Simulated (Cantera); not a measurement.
Input: 1 mol SiC, 0.0017 mol H2O, 480 mol H2, held at 7.00 Pa.

Cantera equilibrium calculation (NASA polynomials, part measured and part estimated; ideal gas, pure solids and liquids). Candidate condensed phases: C, C6H6, C7H8, C8H18, H2O, Si, SiC, SiO2; 123 gas species. Kinetics and transport are ignored.

Which condensed phases are stable at each of these points (T (K)): 973, 1023, 1073, 1123, 1173, 1223, 1273, 1323, 1373, 1423, 1473?


```
T (K)         condensed phases  Si condensed (%)
-----  -----------------------  ----------------
973    SiC(s) + SiO2(β-quartz)             100.0
1023                    SiC(s)              99.9
1073                    SiC(s)              99.9
1123                    SiC(s)              99.9
1173                    SiC(s)              99.9
1223                    SiC(s)              99.9
1273                    SiC(s)              99.9
1323                    SiC(s)              99.9
1373                    SiC(s)              99.9
1423                    SiC(s)              99.9
1473                    SiC(s)              99.8
```

At 973 K the condensed part is SiC(s) + SiO2(β-quartz). From 1023 K to 1473 K the condensed part is SiC(s).
